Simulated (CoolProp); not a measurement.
Vapour pressure (MPa) of carbon monoxide: the reference equation beside estimates from Tc = 132.9 K, pc = 3.498 MPa, ω = 0.050.

Model: reference Helmholtz-energy equation of state, Lemmon 2006, in CoolProp. It is a short technical equation, of lower accuracy than the large ones.

```csv
T (K),reference,van der Waals,Peng-Robinson
84.4,0.1372,0.4193,0.1390
88.2,0.2013,0.5321,0.2030
92.1,0.2881,0.6671,0.2895
95.9,0.3966,0.8186,0.3978
99.7,0.5324,0.9907,0.5334
103.6,0.7039,1.190,0.7050
107.4,___,1.407,0.9079
111.3,1.154,___,___
115.1,1.439,___,1.444
119,___,2.217,1.789
```

Question: Some entries are withheld; supply them.

Answer: 
- 107.4, reference: 0.9062
- 111.3, van der Waals: 1.654
- 111.3, Peng-Robinson: 1.157
- 115.1, van der Waals: 1.919
- 119, reference: 1.780

Absolute difference from the reference over all 10 rows, mean and median: van der Waals 92.0 and 77.6 %, Peng-Robinson 0.5 and 0.3 %.
